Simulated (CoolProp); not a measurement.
Normal hydrogen along the isotherm 46.4 K: fugacity coefficient from the reference equation and from simpler models built on Tc = 33.1 K, pc = 1.296 MPa, ω = -0.219; each cubic takes its own stable root.

The numbers come from the reference Helmholtz-energy equation of state, Leachman 2009 in CoolProp.

```
p (MPa)          phase  reference
-------  -------------  ---------
0.432              gas     0.9578
0.864              gas     0.9166
1.3      supercritical     0.8762
1.73     supercritical     0.8376
2.16     supercritical     0.8007
2.59     supercritical     0.7655
3.02     supercritical     0.7325
3.46     supercritical     0.7014
3.89     supercritical     0.6740
4.32     supercritical     0.6497
4.75     supercritical     0.6285
5.19     supercritical     0.6098
5.62     supercritical     0.5941
6.05     supercritical     0.5807
6.48     supercritical     0.5692
```

How far does each simpler model (van der Waals, Soave-Redlich-Kwong, Peng-Robinson) lie from the reference over these 15 states: mean and median of the absolute difference, and the worst?


- van der Waals: mean 1.7 %, median 0.7 %, worst +5.6 % at 46.4 K and 6.48 MPa
- Soave-Redlich-Kwong: mean 2.6 %, median 2.9 %, worst -3.3 % at 46.4 K and 3.89 MPa
- Peng-Robinson: mean 8.3 %, median 9.4 %, worst -12.0 % at 46.4 K and 6.48 MPa
